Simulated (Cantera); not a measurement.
Input: 1 mol SiCl4, 0.096 mol HCl, 3.7 mol N2, held at 527 °C and 6.40 mbar.

These are equilibrium values from Cantera (NASA tables, ideal gas, pure condensed phases), not measurements of a reactor. Candidate condensed phases: NH4Cl, Si, Si3N4; 28 gas species. Kinetics and transport are ignored.

Base state: N2 0.771, SiCl4 0.209, HCl 0.0200 (mole fractions); condensed: gas only.

Q: What changes in the equilibrium state with this change: 0.029 mol NH3 added?

A: 
| species | before | after |
|---|---|---|
| N2 | 0.771 | 0.762 |
| SiCl4 | 0.209 | 0.202 |
| HCl | 0.0200 | 0.0352 |
| H2 | 6.96e-9 | 0.00120 |
| Si3N4(s), mol | 0 | 0.00627 |

Q: What changes in the equilibrium state with this change: temperature from 527 °C to 1125 °C?

A: 
| species | before | after |
|---|---|---|
| N2 | 0.771 | 0.770 |
| SiCl4 | 0.209 | 0.206 |
| HCl | 0.0200 | 0.0200 |
| Cl | 9.00e-9 | 0.00248 |
| SiCl3 | 6.80e-9 | 0.00235 |
| SiCl2 | <1e-9 | 0.000115 |
| Cl2 | 5.93e-9 | 5.01e-5 |
The tables' values for SiCl3 are old estimates; treat these amounts as uncertain.
